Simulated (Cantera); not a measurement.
A closed system holds: 1 mol SiH2Cl2, 0.43 mol C2H2, 18 mol H2, equilibrated at 2298 K and 1.00 bar.

Method: chemical equilibrium by Gibbs-energy minimisation in Cantera with the NASA 1993 tables (ideal gas, pure condensed phases). Candidate condensed phases: C, C6H6, C7H8, C8H18, Si, SiC; 109 gas species. The tables' values for SiCl, SiCl3 are old estimates; treat these amounts as uncertain. Gases not in the tables: Si2H6 and higher silanes. The numbers say what is thermodynamically allowed, not how fast it happens.

Task: What is the equilibrium state?

Result: 
| Property | Value |
|---|---|
| x(H2) | 0.899 |
| x(HCl) | 0.0835 |
| x(H) | 0.00908 |
| x(SiCl2) | 0.00639 |
| x(Cl) | 0.000607 |
| x(Si) | 0.000430 |
| x(C2H2 (acetylene)) | 0.000355 |
| x(SiCl) | 0.000322 |
| x(SiH2) | 0.000195 |
| n(SiC(s)) | 0.843 mol |
| gas amount | 20.54 mol |
| log10 activity of Si(l) (absent) | -0.33 |
| log10 activity of C(graphite) (absent) | -0.52 |
